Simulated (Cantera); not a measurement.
Mixture: CH₄ : C₂H₆ : O₂ : N₂ = 1 : 0.056 : 1.46 : 8.64 (molar parts), equivalence ratio 1.5, at 101000 Pa, adiabatic and at constant volume. Ignition delay is the time to a rise of 400 K.

Detailed kinetics in Cantera: GRI-Mech 3.0 (53 species, 325 reactions).

**Question.** What does this change do: constant pressure in place of constant volume?

**Answer.** 
```json
[
 {"quantity": "delay at 1275 K", "before": "8.21 ms", "after": "8.84 ms"},
 {"quantity": "delay at 1375 K", "before": "2.51 ms", "after": "2.75 ms"},
 {"quantity": "delay at 1475 K", "before": "0.814 ms", "after": "0.903 ms"},
 {"quantity": "delay at 1575 K", "before": "0.298 ms", "after": "0.335 ms"},
 {"quantity": "delay at 1675 K", "before": "0.129 ms", "after": "0.146 ms"},
 {"quantity": "delay at 1775 K", "before": "66.5 µs", "after": "75.7 µs"},
 {"quantity": "delay at 1875 K", "before": "39.3 µs", "after": "45.0 µs"},
 {"quantity": "apparent activation energy between 1675 and 1875 K", "before": "160 kJ/mol", "after": "150 kJ/mol"}
]
```

**Question.** What does this change do: pressure from 101000 Pa to 500000 Pa?

**Answer.** 
| quantity | before | after |
|---|---|---|
| delay at 1275 K | 8.21 ms | 2.21 ms |
| delay at 1375 K | 2.51 ms | 0.792 ms |
| delay at 1475 K | 0.814 ms | 0.288 ms |
| delay at 1575 K | 0.298 ms | 0.110 ms |
| delay at 1675 K | 0.129 ms | 46.1 µs |
| delay at 1775 K | 66.5 µs | 21.8 µs |
| delay at 1875 K | 39.3 µs | 11.7 µs |
| apparent activation energy between 1675 and 1875 K | 160 kJ/mol | 180 kJ/mol |

**Question.** What does this change do: 0.078 parts H2 added?

**Answer.** 
| quantity | before | after |
|---|---|---|
| delay at 1275 K | 8.21 ms | 5.07 ms |
| delay at 1375 K | 2.51 ms | 1.78 ms |
| delay at 1475 K | 0.814 ms | 0.642 ms |
| delay at 1575 K | 0.298 ms | 0.254 ms |
| delay at 1675 K | 0.129 ms | 0.116 ms |
| delay at 1775 K | 66.5 µs | 61.5 µs |
| delay at 1875 K | 39.3 µs | 36.9 µs |
| apparent activation energy between 1675 and 1875 K | 160 kJ/mol | 150 kJ/mol |
